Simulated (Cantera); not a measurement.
What does this Cantera script print?

```python
import numpy as np
import cantera as ct

gas_names = """
    Br Br2 Ca CaBr CaBr2 CaO CaOH CaO2H2 Ca2 H HBr HO2 H2 H2O H2O2 O OH O2 O3
""".split()
cond_names = """
    Br2(cr) Br2(L) Ca(a) Ca(b) Ca(L) CaBr2(s) CaBr2(L) CaO(s) CaO(L) CaO2H2(s) H2O(s) H2O(L)
""".split()


# ... load() reads the species with a 1 bar reference pressure and builds the phases ...
atoms = {
    'CaO': {'Ca': 1, 'O': 1},
    'HBr': {'H': 1, 'Br': 1},
}
top_T = {}  # K; cautious upper limits of use, not melting points


# ... equilibrate(T, P, feed) seeds the gas with the atoms and calls Mixture.equilibrate('TP', solver="vcs", rtol=1e-11, max_steps=5000) ...
results = []
feed = {'CaO': 1, 'HBr': 3.4}  # mol
T = 698  # K
P = 1.7  # Pa
mix = equilibrate(T, P, feed)
results.append((T, P, feed, dict(zip(mix.species_names, mix.species_moles))))
x = sorted(zip(gas.X, gas.species_names), reverse=True)
print(f"T = {T:g} K  P = {P:g} Pa  gas = {mix.phase_moles(0):.4g} mol")
print("   x: " + "  ".join(f"{s} {v:.3e}" for v, s in x if v > 0.0001))
print("   condensed (mol): " + ("  ".join(f"{mix.phase(i).name} {mix.phase_moles(i):.4g}"
      for i in range(1, mix.n_phases) if mix.phase_moles(i) > 1e-12) or "none"))
```

Result:

```
T = 698 K  P = 1.7 Pa  gas = 2.4 mol
   x: HBr 5.833e-01  H2O 4.167e-01
   condensed (mol): CaBr2(s) 1
```

Cantera equilibrium calculation (NASA polynomials, part measured and part estimated; ideal gas, pure solids and liquids).
